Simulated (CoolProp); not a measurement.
20 sccm (0 °C, 1 atm) of nitrogen bubbles through liquid n-undecane at 351.9 K and leaves saturated at a total pressure of 0.0261 MPa (ideal gas phase). Each further row changes one setting.

Model: reference Helmholtz-energy equation of state, Aleksandrov 2011, in CoolProp. It is a short technical equation, of lower accuracy than the large ones.

| case | vapour pressure (kPa) | mole fraction of vapour | delivery (mg/min) | delivery (sccm) | change of delivery for a bath 1 K warmer (%) |
|---|---|---|---|---|---|
| as stated | 1.63 | (withheld) | (withheld) | 1.34 | 5.5 |
| bath temperature 356.9 K | (withheld) | (withheld) | 12.2 | (withheld) | (withheld) |
| total pressure 0.0522 MPa | 1.63 | (withheld) | 4.51 | (withheld) | 5.3 |

Task: What belongs in the gaps?

Result: 
- as stated, mole fraction of vapour: 0.0626
- as stated, delivery (mg/min): 9.32
- bath temperature 356.9 K, vapour pressure (kPa): 2.09
- bath temperature 356.9 K, mole fraction of vapour: 0.0802
- bath temperature 356.9 K, delivery (sccm): 1.74
- bath temperature 356.9 K, change of delivery for a bath 1 K warmer (%): 5.4
- total pressure 0.0522 MPa, mole fraction of vapour: 0.0313
- total pressure 0.0522 MPa, delivery (sccm): 0.646
